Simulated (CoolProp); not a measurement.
Decamethylcyclopentasiloxane (D5) along the isotherm 346.85 °C: Z from the reference equation and from simpler models built on Tc = 345.1 °C, pc = 1.078 MPa, ω = 0.631; each cubic takes its own stable root.

The numbers come from the reference Helmholtz-energy equation of state, Thol 2019 in CoolProp.

```
p (MPa)          phase  reference
-------  -------------  ---------
0.00852            gas     0.9972
0.0129             gas     0.9958
0.0194             gas     0.9936
0.0293             gas     0.9903
0.0441             gas     0.9854
0.0666             gas     0.9779
0.1                gas     0.9665
0.152              gas     0.9485
0.229              gas     0.9208
0.345              gas     0.8769
0.52               gas     0.8039
0.785              gas     0.6689
1.18     supercritical     0.2015
1.79     supercritical     0.2529
2.69     supercritical     0.3505
```

### Question
How far does each simpler model (van der Waals, Redlich-Kwong, Peng-Robinson) lie from the reference over these 15 states: mean and median of the absolute difference, and the worst?

### Answer
- van der Waals: mean 10.8 %, median 0.9 %, worst +50.7 % at 346.85 °C and 1.18 MPa
- Redlich-Kwong: mean 5.0 %, median 0.2 %, worst +29.7 % at 346.85 °C and 1.18 MPa
- Peng-Robinson: mean 2.6 %, median 0.3 %, worst +20.3 % at 346.85 °C and 1.18 MPa
